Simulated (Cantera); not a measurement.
An isothermal, constant-pressure homogeneous reactor starts with CH₄ : N₂ = 1 : 11 (molar parts), at 1998 K and 750 Torr. Integrator tolerance rtol = 1e-08.

Detailed kinetics in Cantera: GRI-Mech 3.0 (53 species, 325 reactions). GRI-Mech 3.0 stops at C3 and has no aromatics, soot or wall deposition, so with more carbon than oxygen in the feed, carbon stays in small species such as C2H2 where larger ones or solid carbon would form.

```
quantity                                             before                                      after
----------------  -----------------------------------------  -----------------------------------------
x(CH₄) at 100 s    0.000109 (gas-phase equilibrium 5.70e-5)    7.20e-6 (gas-phase equilibrium 2.69e-6)
x(C₂H₄) at 100 s    2.65e-5 (gas-phase equilibrium 7.01e-6)    2.12e-6 (gas-phase equilibrium 1.96e-7)
x(H) at 100 s     0.000548 (gas-phase equilibrium 0.000548)  0.000291 (gas-phase equilibrium 0.000291)
x(C₂H) at 100 s     3.01e-6 (gas-phase equilibrium 7.96e-7)    1.61e-6 (gas-phase equilibrium 1.49e-7)
x(CH₃) at 100 s     1.02e-5 (gas-phase equilibrium 5.35e-6)    1.27e-6 (gas-phase equilibrium 4.76e-7)
x(C₂H₆) at 100 s   1.51e-9 (gas-phase equilibrium 4.11e-10)  2.57e-11 (gas-phase equilibrium 3.25e-12)
x(C₂H₂) at 100 s     0.0340 (gas-phase equilibrium 0.00900)   0.00966 (gas-phase equilibrium 0.000893)
```

Question: Which change was made?
(A) CH4 1 to 0.25 parts
(B) CH4 1 to 0.11 parts
(C) N2 11 to 1.2 parts
(D) CH4 1 to 8 parts

Answer: A, CH4 1 to 0.25 parts
